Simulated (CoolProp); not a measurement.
A single-stage vapour-compression cycle with R236EA: evaporating at 285.15 K (dew point), condensing at 339.15 K (bubble point), superheat 8 K, subcooling 2 K, compressor efficiency 0.6, no pressure losses. Each further row changes one setting.

Values from CoolProp's reference Helmholtz-energy equation of state, Rui 2013.

```csv
case,cooling COP,pressure ratio,discharge temperature (K),refrigerating effect (kJ/kg),volumetric capacity (kJ/m³)
as stated,2.34,5.53,351.3,102,856
evaporating temperature 290.15 K,[?],[?],350.4,106,1060
condensing temperature 334.15 K,2.69,[?],346.5,109,912
subcooling 7 K,[?],5.53,351.3,109,911
superheat 18 K,2.42,5.53,361.7,111,893
compressor efficiency 0.5,[?],5.53,359.7,102,856
```

Problem. What belongs in the gaps?

Solution. 
- evaporating temperature 290.15 K, cooling COP: 2.71
- evaporating temperature 290.15 K, pressure ratio: 4.58
- condensing temperature 334.15 K, pressure ratio: 4.85
- subcooling 7 K, cooling COP: 2.49
- compressor efficiency 0.5, cooling COP: 1.95
